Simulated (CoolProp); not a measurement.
A single-stage vapour-compression cycle with R125: evaporating at 265.15 K (dew point), condensing at 290.15 K (bubble point), superheat 0 K, subcooling 0 K, compressor efficiency 0.85, no pressure losses. Each further row changes one setting.

The numbers come from the reference Helmholtz-energy equation of state, Lemmon 2005 in CoolProp.

| case | cooling COP | pressure ratio | discharge temperature (K) | refrigerating effect (kJ/kg) | volumetric capacity (kJ/m³) |
|---|---|---|---|---|---|
| as stated | 7.50 | 2.15 | 293.3 | 107 | 3470 |
| evaporating temperature 270.15 K | 9.80 | 1.82 | 292.6 | 110 | 4190 |
| condensing temperature 285.15 K | 9.75 | 1.86 | 287.7 | 114 | 3690 |
| subcooling 5 K | 7.96 | 2.15 | 293.3 | 114 | 3690 |
| superheat 10 K | 7.59 | 2.15 | 302.9 | 116 | 3530 |
| compressor efficiency 0.75 | 6.61 | 2.15 | 295.2 | 107 | 3470 |
